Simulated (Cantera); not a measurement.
Input: 1 mol BN, 40 mol HCl, 1.4 mol H₂, 6.7 mol Cl₂, at 0.0320 bar.

These are equilibrium values from Cantera (NASA tables, ideal gas, pure condensed phases), not measurements of a reactor. Candidate condensed phases: B, BN, NH₄Cl; 21 gas species. The tables' values for BCl₂, BCl are old estimates; treat these amounts as uncertain. Gases not in the tables: BHCl₂. Kinetics and transport are ignored.

Task: At 1700 °C, list the 6 most abundant gas species with their mole fractions, and the condensed phases.

Result: HCl 0.822, Cl 0.146, BCl₃ 0.0187, N₂ 0.00963, Cl₂ 0.00155, H₂ 0.00101. Condensed: gas only.
